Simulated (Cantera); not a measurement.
An isothermal, constant-pressure homogeneous reactor starts with NH₃ : N₂ = 1 : 0.18 (molar parts), at 2325 K and 0.257 atm.

Model: the gas-phase N/H chemistry of the illustrative SiF4/NH3 mechanism in the Surface Chemkin manual (1991), integrated in Cantera. Walls and surfaces, which speed up NH3 decomposition in real reactors, are not modelled.

x: mole fraction; the columns are a selection and need not sum to one.

| t (s) | x NH₃ | x N₂H₂ | x N₂H₄ | x H | x NH₂ | x N₂ |
|---|---|---|---|---|---|---|
| 8.00e-6 | 0.846 | 2.69e-7 | 7.34e-9 | 5.60e-6 | 0.000767 | 0.152 |
| 2.97e-5 | 0.843 | 5.39e-6 | 9.23e-8 | 8.41e-6 | 0.00271 | 0.152 |
| 0.000110 | 0.830 | 2.76e-5 | 3.83e-7 | 3.46e-5 | 0.00551 | 0.154 |
| 0.000410 | 0.779 | 2.66e-5 | 3.17e-7 | 0.000117 | 0.00501 | 0.163 |
| 0.00152 | 0.625 | 1.82e-5 | 1.83e-7 | 0.000351 | 0.00380 | 0.193 |
| 0.00566 | ? | ? | ? | ? | ? | ? |
| 0.0210 | 0.0396 | 6.93e-7 | 3.72e-9 | 0.00282 | 0.000543 | 0.304 |
| 0.0780 | 3.26e-5 | 6.97e-11 | <1e-12 | 0.0173 | 2.67e-6 | 0.309 |
| 0.290 | 3.02e-6 | 1.51e-12 | <1e-12 | 0.0178 | 2.54e-7 | 0.309 |
| 1.08 | 1.11e-6 | <1e-12 | <1e-12 | 0.0178 | 9.37e-8 | 0.309 |
| 4.00 | ? | <1e-12 | <1e-12 | 0.0178 | ? | 0.309 |

Q: Complete the blanks.

A: 
- 0.00566, x NH₃: 0.311
- 0.00566, x N₂H₂: 7.00e-6
- 0.00566, x N₂H₄: 6.12e-8
- 0.00566, x H: 0.000972
- 0.00566, x NH₂: 0.00220
- 0.00566, x N₂: 0.252
- 4.00, x NH₃: 1.01e-6
- 4.00, x NH₂: 8.54e-8
